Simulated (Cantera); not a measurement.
A closed system holds: 1 mol Si, 0.69 mol H2O, 980 mol N2, at 1.90e-5 bar.

These are equilibrium values from Cantera (NASA tables, ideal gas, pure condensed phases), not measurements of a reactor. Candidate condensed phases: H2O, Si, SiO2, Si2N2O, Si3N4; 35 gas species. N2 is the only nitrogen source here; it is nearly inert below about 1500 K, so the nitride shown seldom forms there in practice. Mutual solubility and eutectic melting of coexisting phases are not modelled. The tables hold silica as quartz up to 1696 K and as liquid above; real silica turns to tridymite and cristobalite and melts near 1996 K. The numbers say what is thermodynamically allowed, not how fast it happens.

Task: Which condensed phases are stable at each of these points (T (K)): 998, 1148, 1298, 1448, 1598, 1748, 1898, 2048?

Result: 
```
T (K)            condensed phases  Si condensed (%)
-----  --------------------------  ----------------
998    SiO2(β-quartz) + Si2N2O(s)             100.0
1148   SiO2(β-quartz) + Si2N2O(s)              98.2
1298                    Si2N2O(s)              62.0
1448                     Si3N4(s)              16.9
1598                     gas only               0.0
1748                     gas only               0.0
1898                     gas only               0.0
2048                     gas only               0.0
```

From 998 K to 1148 K the condensed part is SiO2(β-quartz) + Si2N2O(s). At 1298 K the condensed part is Si2N2O(s). At 1448 K the condensed part is Si3N4(s). From 1598 K to 2048 K nothing is condensed.
